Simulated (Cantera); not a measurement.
**Equilibrium for aluminium nitride and oxide growth: AlI₃ + N₂ + H₂**

A closed system holds: 1 mol AlI₃, 43 mol N₂, 86 mol H₂, held at 1898 K.

Cantera equilibrium calculation (NASA polynomials, part measured and part estimated; ideal gas, pure solids and liquids). Candidate condensed phases: Al, AlI₃, AlN, I₂; 19 gas species. Equilibrium is a limit: real reactors are often held back by kinetics, nucleation or transport.

From 0.0750 Torr to 75.0 Torr nothing is condensed. From 240 Torr to 750 Torr the condensed part is AlN(s). The main Al-bearing gas is Al at 0.0750 Torr and AlI at 750 Torr.

| P (Pa) | x H₂ | x N₂ | x H | x I | x HI | x AlI | n AlN(s) |
|---|---|---|---|---|---|---|---|
| 10 | 0.597 | 0.314 | 0.0604 | 0.0209 | 0.000128 | 0.000863 | 0 |
| 32 | 0.620 | 0.318 | 0.0344 | 0.0199 | 0.000222 | 0.00214 | 0 |
| 100 | 0.633 | 0.321 | 0.0197 | 0.0181 | 0.000361 | 0.00400 | 0 |
| 320 | 0.641 | 0.323 | 0.0111 | 0.0162 | 0.000583 | 0.00577 | 0 |
| 1000 | 0.646 | 0.325 | 0.00628 | 0.0149 | 0.000949 | 0.00682 | 0 |
| 3200 | 0.648 | 0.325 | 0.00352 | 0.0138 | 0.00158 | 0.00730 | 0 |
| 10000 | 0.649 | 0.326 | 0.00199 | 0.0127 | 0.00256 | 0.00748 | 0 |
| 32000 | 0.650 | 0.326 | 0.00111 | 0.0120 | 0.00435 | 0.00639 | 0.155 |
| 100000 | 0.651 | 0.326 | 0.000631 | 0.0118 | 0.00753 | 0.00354 | 0.535 |
x: gas mole fraction; n: condensed amount in mol.
